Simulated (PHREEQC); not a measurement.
## Polishing slurry liquid

A solution holds 0.0015 mol/kgw KOH and 0.08 mol/kgw KH2PO4, at 30 °C. Closed to the air; pH follows from the charge balance.

The numbers come from PHREEQC with the ion-association model, phreeqc.dat.

```
Quantity                      Result
--------------------  --------------
pH                              5.17
ionic strength        0.0829 mol/kgw
specific conductance      8110 µS/cm
density                  1.003 g/cm³
total alkalinity         1.50 meq/kg
```

```tsv
species	molality	activity	log γ
K+	0.0814	0.0632	-0.110
H2PO4-	0.0784	0.0625	-0.098
HPO4-2	0.00148	0.000588	-0.402
KHPO4-	9.07e-5	7.24e-5	-0.098
H3PO4	6.51e-5	6.63e-5	0.008
H+	8.17e-6	6.79e-6	-0.080
OH-	2.78e-9	2.16e-9	-0.111
```

This is a speciation only: nothing precipitates in the calculation. Species that the database lacks are ignored.
